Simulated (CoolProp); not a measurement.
Values from CoolProp's reference Helmholtz-energy equation of state, Tillner-Roth 1997.

**Question.** Give the vapour pressure (MPa), liquid density (kg/m³), enthalpy of vaporisation (kJ/kg), surface tension (mN/m) of saturated CH2F2 (R32) at 246.6 K.

**Answer.** 
| T (K) | p (MPa) | liquid density (kg/m³) | enthalpy of vaporisation (kJ/kg) | surface tension (mN/m) |
|---|---|---|---|---|
| 246.6 | 0.315 | 1140 | 353 | 15.8 |

Surface tension comes from a separate correlation (Mulero 2012).
